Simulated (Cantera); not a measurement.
An isothermal, constant-pressure homogeneous reactor starts with 3.66 % H2, 96.3 % O2, at 1448 K and 1100 Pa.

Model: GRI-Mech 3.0 (53 species, 325 reactions), integrated in Cantera. Radical loss at walls, strong at low pressure, is not modelled. The temperature is held fixed by assumption; the heat of reaction is taken as removed at once.

Problem. Predict: x(H2) at 2.00 s; x(O2) at 2.00 s; x(O) at 2.00 s; x(OH) at 2.00 s; x(H2O2) at 2.00 s; x(H) at 2.00 s; x(H2O) at 2.00 s.

Solution. 
```
Property                                              Result
-----------------  -----------------------------------------
x(H2) at 2.00 s      1.13e-5 (gas-phase equilibrium 3.35e-7)
x(O2) at 2.00 s          0.962 (gas-phase equilibrium 0.963)
x(O) at 2.00 s      0.000626 (gas-phase equilibrium 1.84e-5)
x(OH) at 2.00 s    0.000786 (gas-phase equilibrium 0.000135)
x(H2O2) at 2.00 s   4.79e-9 (gas-phase equilibrium 5.83e-10)
x(H) at 2.00 s       1.01e-5 (gas-phase equilibrium 5.12e-8)
x(H2O) at 2.00 s       0.0369 (gas-phase equilibrium 0.0372)
```
